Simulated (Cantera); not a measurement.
Input (Python, Cantera):

```python
import numpy as np
import cantera as ct

gas = ct.Solution("gri30.yaml")
gas.TPX = 725, 94000, {'CH3OH': 1, 'O2': 1.79, 'N2': 6.71, 'H2O': 0.32}
inlet = ct.Reservoir(gas, clone=True)
gas.equilibrate("HP")  # start burning
reactor = ct.IdealGasConstPressureReactor(gas, energy="on", clone=False)
exhaust = ct.Reservoir(gas, clone=True)
tau = [0.49, 0.14, 0.039, 0.011, 0.0031, 0.00088, 0.00025, 7.1e-05, 2e-05][0]
for a, b in ((inlet, reactor), (reactor, exhaust)):
    ct.MassFlowController(a, b, mdot=lambda t: reactor.mass / tau)
net = ct.ReactorNet([reactor])
show = ['CH3OH', 'O2', 'H2O', 'CH4', 'HCO']

rows = []
print(f"{'tau/s':>10s}{'T/K':>9s}" + "".join(f"{s:>11s}" for s in show))
for tau in [0.49, 0.14, 0.039, 0.011, 0.0031, 0.00088, 0.00025, 7.1e-05, 2e-05]:
    net.initial_time = 0.0
    net.advance(30 * tau)
    before = gas.X
    net.advance(40 * tau)
    drift = np.max(np.abs(gas.X - before) / (gas.X + 1e-9))
    rows.append([gas.T, *gas[show].X, drift])
    print(f"{tau:10.3e}{gas.T:9.1f}" + "".join(f"{x:11.3e}" for x in gas[show].X))
```

Result:

```
     tau/s      T/K      CH3OH         O2        H2O        CH4        HCO
 4.900e-01   2275.3  1.341e-07  2.818e-02  2.176e-01  5.928e-09  7.071e-09
 1.400e-01   2274.0  4.509e-07  2.892e-02  2.173e-01  1.849e-08  2.355e-08
 3.900e-02   2265.2  1.469e-06  3.009e-02  2.164e-01  4.894e-08  8.344e-08
 1.100e-02   2234.6  4.231e-06  3.178e-02  2.140e-01  9.301e-08  2.967e-07
 3.100e-03   2169.4  1.082e-05  3.455e-02  2.091e-01  1.694e-07  1.053e-06
 8.800e-04   2076.2  2.751e-05  3.828e-02  2.025e-01  4.847e-07  3.635e-06
 2.500e-04   1973.0  7.962e-05  4.295e-02  1.960e-01  2.039e-06  1.238e-05
 7.100e-05   1860.5  3.209e-04  5.179e-02  1.919e-01  1.163e-05  4.511e-05
 2.000e-05    725.0  1.018e-01  1.823e-01  3.259e-02  1.326e-18  6.873e-28
```

Model: GRI-Mech 3.0 (53 species, 325 reactions), integrated in Cantera. GRI-Mech 3.0 was tuned for natural gas; its chemistry of methanol as a main component is partial and can be far from experiment.
